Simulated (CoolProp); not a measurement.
Ammonia along the isotherm 725 K: fugacity coefficient from the reference equation and from simpler models built on Tc = 405.6 K, pc = 11360 kPa, ω = 0.256; each cubic takes its own stable root.

The numbers come from the reference Helmholtz-energy equation of state, Gao 2020 in CoolProp.

| p (kPa) | phase | reference |
|---|---|---|
| 1890 | gas | 0.9942 |
| 3790 | gas | 0.9885 |
| 5680 | gas | 0.9829 |
| 7580 | gas | 0.9774 |
| 9470 | gas | 0.9720 |
| 11400 | supercritical | 0.9667 |
| 13300 | supercritical | 0.9616 |
| 15200 | supercritical | 0.9565 |
| 17000 | supercritical | 0.9519 |
| 18900 | supercritical | 0.9471 |
| 20800 | supercritical | 0.9425 |
| 22700 | supercritical | 0.9379 |
| 24600 | supercritical | 0.9335 |
| 26500 | supercritical | 0.9292 |
| 28400 | supercritical | 0.9251 |

Problem. How far does each simpler model (van der Waals, Redlich-Kwong) lie from the reference over these 15 states: mean and median of the absolute difference, and the worst?

Solution. 
- van der Waals: mean 3.6 %, median 3.6 %, worst -6.6 % at 725 K and 28400 kPa
- Redlich-Kwong: mean 1.9 %, median 2.0 %, worst -3.2 % at 725 K and 28400 kPa
